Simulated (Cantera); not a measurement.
An adiabatic, constant-pressure homogeneous reactor starts with CH₄ : H₂ : O₂ : N₂ = 1 : 0.049 : 0.964 : 7.81 (molar parts), at 1625 K and 4.05 atm.

Cantera simulation using GRI-Mech 3.0 (53 species, 325 reactions); the numbers are that mechanism's predictions, not measurements.

One state of this run: T (K) = 2266; x CH₄ = 2.41e-10; x H₂ = 0.113; x O₂ = 3.19e-7; x O = 1.14e-6; x NO₂ = 5.02e-11. x: mole fraction; the columns are a selection and need not sum to one.

### Question
Which value of t (s) does it belong to?
(A) 0.200
(B) 0.000205
(C) 0.0105
(D) 7.65e-5

### Answer
A, 0.200
